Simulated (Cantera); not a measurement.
A jet of 4.94 % CH4, 6.40 % O2, 88.7 % N2 at 300 K and 36000 Pa hits a platinum plate 4.4 cm away at a mass flux of 0.14 kg/m²/s; the plate temperature is set and raised in steps from an oxygen-covered start.

Model: Deutschmann's 1995 Pt surface mechanism with GRI-Mech 3.0 gas chemistry, integrated in Cantera. Catalytic surfaces can have several steady states; this one follows from the mechanism file's or the stated starting coverage.

x: mole fraction at the wall; θ: surface coverage.

| plate T (K) | wall x CH4 | wall x O2 | wall x H2O | wall x OH | wall x CO | wall x CO2 | θ free Pt | θ H* | θ CO* | θ C* |
|---|---|---|---|---|---|---|---|---|---|---|
| 900 | 0.0111 | 0.00361 | 0.0691 | <1e-8 | 0.0399 | 0.000329 | 0.308 | (withheld) | 0.461 | 0.231 |
| 950 | 0.00848 | 0.00281 | 0.0680 | <1e-8 | 0.0428 | 0.000179 | 0.362 | (withheld) | 0.274 | 0.362 |
| 1000 | 0.00423 | 0.00148 | 0.0659 | <1e-8 | 0.0470 | 0.000447 | 0.518 | (withheld) | 0.272 | 0.207 |
| 1050 | 0.00228 | 0.000866 | 0.0640 | <1e-8 | 0.0478 | 0.00183 | 0.699 | 0.00329 | 0.239 | 0.0588 |
| 1100 | 0.00166 | 0.000665 | 0.0613 | <1e-8 | 0.0457 | 0.00495 | 0.819 | 0.00320 | 0.160 | 0.0184 |

Task: Complete the blanks.

Result: 
- 900, θ H*: 0.000882
- 950, θ H*: 0.00203
- 1000, θ H*: 0.00301
